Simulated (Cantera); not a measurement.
## Thermodynamics of boron, boron nitride and boron oxide, feed B₂O₃ + H₂O

A closed system holds: 1 mol B₂O₃, 2.1 mol H₂O, held at 0.500 bar.

These are equilibrium values from Cantera (NASA tables, ideal gas, pure condensed phases), not measurements of a reactor. Candidate condensed phases: B, B₂O₃, B₃O₃H₃, H₂O; 23 gas species. Gases not in the tables: H₃BO₃. Equilibrium is a limit: real reactors are often held back by kinetics, nucleation or transport.

From 1050 K to 1950 K the condensed part is B₂O₃(l). From 2050 K to 2350 K nothing is condensed.

```json
[
 {"T (K)": "1050", "x H₂O": "0.985", "x HBO₂": "9.95e-5", "x B₂O₃": "6.52e-11", "x H₂": "8.04e-7", "x (HBO₂)₃": "0.0151", "x BO₂": "5.36e-12", "n B₂O₃(l)": "0.953"},
 {"T (K)": "1150", "x H₂O": "0.990", "x HBO₂": "0.000555", "x B₂O₃": "3.33e-9", "x H₂": "4.22e-6", "x (HBO₂)₃": "0.00987", "x BO₂": "2.22e-10", "n B₂O₃(l)": "0.968"},
 {"T (K)": "1250", "x H₂O": "0.991", "x HBO₂": "0.00232", "x B₂O₃": "8.82e-8", "x H₂": "1.70e-5", "x (HBO₂)₃": "0.00680", "x BO₂": "5.02e-9", "n B₂O₃(l)": "0.976"},
 {"T (K)": "1350", "x H₂O": "0.987", "x HBO₂": "0.00770", "x B₂O₃": "1.41e-6", "x H₂": "5.58e-5", "x (HBO₂)₃": "0.00488", "x BO₂": "7.07e-8", "n B₂O₃(l)": "0.976"},
 {"T (K)": "1450", "x H₂O": "0.975", "x HBO₂": "0.0214", "x B₂O₃": "1.50e-5", "x H₂": "0.000155", "x (HBO₂)₃": "0.00359", "x BO₂": "6.83e-7", "n B₂O₃(l)": "0.966"},
 {"T (K)": "1550", "x H₂O": "0.945", "x HBO₂": "0.0511", "x B₂O₃": "0.000117", "x H₂": "0.000374", "x (HBO₂)₃": "0.00266", "x BO₂": "4.87e-6", "n B₂O₃(l)": "0.936"},
 {"T (K)": "1650", "x H₂O": "0.889", "x HBO₂": "0.107", "x B₂O₃": "0.000696", "x H₂": "0.000794", "x (HBO₂)₃": "0.00193", "x BO₂": "2.70e-5", "n B₂O₃(l)": "0.873"},
 {"T (K)": "1750", "x H₂O": "0.793", "x HBO₂": "0.200", "x B₂O₃": "0.00335", "x H₂": "0.00150", "x (HBO₂)₃": "0.00133", "x BO₂": "0.000121", "n B₂O₃(l)": "0.754"},
 {"T (K)": "1850", "x H₂O": "0.652", "x HBO₂": "0.329", "x B₂O₃": "0.0135", "x H₂": "0.00251", "x (HBO₂)₃": "0.000823", "x BO₂": "0.000449", "n B₂O₃(l)": "0.540"},
 {"T (K)": "1950", "x H₂O": "0.469", "x HBO₂": "0.476", "x B₂O₃": "0.0466", "x H₂": "0.00369", "x (HBO₂)₃": "0.000426", "x BO₂": "0.00139", "n B₂O₃(l)": "0.157"},
 {"T (K)": "2050", "x H₂O": "0.416", "x HBO₂": "0.502", "x B₂O₃": "0.0684", "x H₂": "0.00581", "x (HBO₂)₃": "0.000103", "x BO₂": "0.00279", "n B₂O₃(l)": "0"},
 {"T (K)": "2150", "x H₂O": "0.418", "x HBO₂": "0.487", "x B₂O₃": "0.0741", "x H₂": "0.00929", "x (HBO₂)₃": "2.26e-5", "x BO₂": "0.00469", "n B₂O₃(l)": "0"},
 {"T (K)": "2250", "x H₂O": "0.416", "x HBO₂": "0.471", "x B₂O₃": "0.0793", "x H₂": "0.0142", "x (HBO₂)₃": "5.62e-6", "x BO₂": "0.00751", "n B₂O₃(l)": "0"},
 {"T (K)": "2350", "x H₂O": "0.412", "x HBO₂": "0.453", "x B₂O₃": "0.0838", "x H₂": "0.0208", "x (HBO₂)₃": "1.55e-6", "x BO₂": "0.0115", "n B₂O₃(l)": "0"}
]
```
x: gas mole fraction; n: condensed amount in mol.
